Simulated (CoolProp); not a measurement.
Properties of n-hexane along the isobar 19 bar.

Values from CoolProp's reference Helmholtz-energy equation of state, Thol 2019.

```tsv
T (K)	phase	viscosity (µPa s)	conductivity (mW/(m K))	fugacity coefficient
403.9	liquid	125	94.6	0.2485
419.3	liquid	(withheld)	91.5	0.3285
434.7	liquid	96.9	88.4	0.4218
450.1	liquid	84.4	85.4	0.5275
465.5	liquid	72.1	82.3	0.6437
480.9	gas	13.3	37.2	0.7402
496.4	gas	13.2	37.6	0.7694
511.8	gas	13.3	38.8	0.7936
527.2	gas	13.5	40.4	(withheld)
542.6	gas	(withheld)	(withheld)	0.8326
558	gas	(withheld)	44.0	0.8485
573.4	gas	14.1	46.0	0.8626
588.8	gas	14.3	48.0	0.8752
```

**Question.** Complete the blanks.

**Answer.** 
- 419.3, viscosity (µPa s): 110
- 527.2, fugacity coefficient: 0.8145
- 542.6, viscosity (µPa s): 13.7
- 542.6, conductivity (mW/(m K)): 42.2
- 558, viscosity (µPa s): 13.9

Viscosity comes from a separate model (Michailidou 2013). Thermal conductivity comes from a separate model (Assael 2013).
